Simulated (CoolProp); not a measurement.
Properties of ethylene along the isobar 6.45 MPa (Tc = 9.2 °C, pc = 5.042 MPa, ω = 0.087).

Values from CoolProp's reference Helmholtz-energy equation of state, Smukala 2000.

```tsv
T (°C)	phase	Z	cv (kJ/(kg K))	speed of sound (m/s)	isothermal compressibility (1/MPa)	expansivity (1/kK)
-127.05	liquid	0.2464	1.449	1520	0.001179	2.135
-89.05	liquid	0.2135	1.346	1254	0.002049	2.551
-51.05	liquid	0.1978	1.322	…	0.004175	3.419
-13.05	liquid	…	1.375	649.4	0.01309	6.152
24.85	supercritical	0.4235	1.649	241.7	0.5563	49.42
62.85	supercritical	0.7171	1.502	296.4	0.2228	8.312
100.85	supercritical	0.8211	1.578	330.7	0.1882	…
138.85	supercritical	0.8800	1.687	357.3	0.1746	3.808
176.85	supercritical	0.9178	1.804	379.9	0.1673	…
```

Problem. Complete the blanks.

Solution. 
- -51.05, speed of sound (m/s): 971.1
- -13.05, Z: 0.2001
- 100.85, expansivity (1/kK): 5.080
- 176.85, expansivity (1/kK): 3.105
